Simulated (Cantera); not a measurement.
Equilibrium for thermal oxidation and active oxidation of silicon: Si + H2O + N2

Charge: 1 mol Si, 0.0063 mol H2O, 70 mol N2, at 2248 K.

Cantera equilibrium calculation (NASA polynomials, part measured and part estimated; ideal gas, pure solids and liquids). Candidate condensed phases: H2O, Si, SiO2, Si2N2O, Si3N4; 35 gas species. The tables' values for SiN are old estimates; treat these amounts as uncertain. Kinetics and transport are ignored.

```csv
P (Pa),x N2,x Si,x SiN,x Si2N,n Si(l),n Si3N4(s)
0.100,0.986,0.0140,2.14e-6,5.47e-11,0,0
0.750,0.986,0.0140,5.86e-6,1.12e-9,0,0
5.60,0.986,0.0140,1.60e-5,2.29e-8,0,0
42,0.986,0.0139,4.37e-5,4.68e-7,0,0
320,0.986,0.0138,0.000119,9.66e-6,0,0
2400,0.986,0.0131,0.000309,0.000177,0,0
18000,0.996,0.00323,0.000211,0.000224,0.710,0
130000,0.999,0.000447,7.85e-5,8.34e-5,0.944,0
1000000,1.000,2.57e-5,1.25e-5,5.88e-6,0,0.330
```
x: gas mole fraction; n: condensed amount in mol.

From 0.100 Pa to 24.0 mbar nothing is condensed. From 0.180 bar to 1.30 bar the condensed part is Si(l). At 10.0 bar the condensed part is Si3N4(s). The main Si-bearing gas is Si at 0.100 Pa and SiO at 10.0 bar.
